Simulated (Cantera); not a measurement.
An adiabatic, constant-volume homogeneous reactor starts with CH₄ : H₂ : O₂ : N₂ = 1 : 1.3 : 6.31 : 23.7 (molar parts), equivalence ratio 0.42, at 1648 K and 7.60 bar. Integrator tolerance rtol = 1e-08.

Model: GRI-Mech 3.0 (53 species, 325 reactions), integrated in Cantera.

### Question
What does this change do: initial temperature 1648 to 1050 K?

### Answer
```json
[
 {"quantity": "time of steepest temperature rise", "before": "6.44 µs", "after": "5.37 ms"},
 {"quantity": "temperature at 2.00 s", "before": "2647 K", "after": "2219 K"},
 {"quantity": "equilibrium temperature", "before": "2647 K", "after": "2219 K"},
 {"quantity": "x(CH₄) at 2.00 s", "before": "<1e-12 (gas-phase equilibrium <1e-12)", "after": "<1e-12 (gas-phase equilibrium <1e-12)"},
 {"quantity": "x(H₂) at 2.00 s", "before": "0.00103 (gas-phase equilibrium 0.00103)", "after": "0.000101 (gas-phase equilibrium 0.000101)"},
 {"quantity": "x(O₂) at 2.00 s", "before": "0.103 (gas-phase equilibrium 0.103)", "after": "0.110 (gas-phase equilibrium 0.110)"},
 {"quantity": "x(H₂O) at 2.00 s", "before": "0.0974 (gas-phase equilibrium 0.0974)", "after": "0.103 (gas-phase equilibrium 0.103)"},
 {"quantity": "x(NO) at 2.00 s", "before": "0.0199 (gas-phase equilibrium 0.0199)", "after": "0.00931 (gas-phase equilibrium 0.00931)"},
 {"quantity": "x(C₂H) at 2.00 s", "before": "<1e-12 (gas-phase equilibrium <1e-12)", "after": "<1e-12 (gas-phase equilibrium <1e-12)"}
]
```

### Question
What does this change do: pressure from 7.60 bar to 0.550 bar?

### Answer
```json
[
 {"quantity": "time of steepest temperature rise", "before": "6.44 µs", "after": "65.3 µs"},
 {"quantity": "temperature at 2.00 s", "before": "2647 K", "after": "2555 K"},
 {"quantity": "equilibrium temperature", "before": "2647 K", "after": "2555 K"},
 {"quantity": "x(CH₄) at 2.00 s", "before": "<1e-12 (gas-phase equilibrium <1e-12)", "after": "<1e-12 (gas-phase equilibrium <1e-12)"},
 {"quantity": "x(H₂) at 2.00 s", "before": "0.00103 (gas-phase equilibrium 0.00103)", "after": "0.00244 (gas-phase equilibrium 0.00244)"},
 {"quantity": "x(O₂) at 2.00 s", "before": "0.103 (gas-phase equilibrium 0.103)", "after": "0.103 (gas-phase equilibrium 0.103)"},
 {"quantity": "x(H₂O) at 2.00 s", "before": "0.0974 (gas-phase equilibrium 0.0974)", "after": "0.0925 (gas-phase equilibrium 0.0925)"},
 {"quantity": "x(NO) at 2.00 s", "before": "0.0199 (gas-phase equilibrium 0.0199)", "after": "0.0171 (gas-phase equilibrium 0.0171)"},
 {"quantity": "x(C₂H) at 2.00 s", "before": "<1e-12 (gas-phase equilibrium <1e-12)", "after": "<1e-12 (gas-phase equilibrium <1e-12)"}
]
```

### Question
What does this change do: 1.8 parts H2O added?

### Answer
```tsv
quantity	before	after
time of steepest temperature rise	6.44 µs	7.39 µs
temperature at 2.00 s	2647 K	2582 K
equilibrium temperature	2647 K	2582 K
x(CH₄) at 2.00 s	<1e-12 (gas-phase equilibrium <1e-12)	<1e-12 (gas-phase equilibrium <1e-12)
x(H₂) at 2.00 s	0.00103 (gas-phase equilibrium 0.00103)	0.00119 (gas-phase equilibrium 0.00119)
x(O₂) at 2.00 s	0.103 (gas-phase equilibrium 0.103)	0.0982 (gas-phase equilibrium 0.0982)
x(H₂O) at 2.00 s	0.0974 (gas-phase equilibrium 0.0974)	0.145 (gas-phase equilibrium 0.145)
x(NO) at 2.00 s	0.0199 (gas-phase equilibrium 0.0199)	0.0171 (gas-phase equilibrium 0.0171)
x(C₂H) at 2.00 s	<1e-12 (gas-phase equilibrium <1e-12)	<1e-12 (gas-phase equilibrium <1e-12)
```
